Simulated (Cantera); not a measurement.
## Al(CH3)3 + H2O + H2 + NH3 (aluminium nitride and oxide growth)

A closed system holds: 1 mol Al(CH3)3, 15 mol H2O, 600 mol H2, 150 mol NH3, at 2198 K and 15.0 Pa.

Cantera equilibrium calculation (NASA polynomials, part measured and part estimated; ideal gas, pure solids and liquids). Candidate condensed phases: Al, AlN, Al2O3, C, C6H6, C7H8, C8H18, H2O; 148 gas species. The feed counts by its element totals alone. The tables' values for AlOH are old estimates; treat these amounts as uncertain. The numbers say what is thermodynamically allowed, not how fast it happens.

* **x(H2)**: 0.574
* **x(H)**: 0.345
* **x(N2)**: 0.0672
* **x(H2O)**: 0.00949
* **x(CO)**: 0.00268
* **x(OH)**: 0.000792
* **x(Al)**: 0.000776
* **x(O)**: 0.000331
* **x(AlO)**: 5.48e-5
* **gas amount**: 1117 mol
* **log10 activity of Al(l) (absent)**: -5.42
* **log10 activity of C(graphite) (absent)**: -8.86
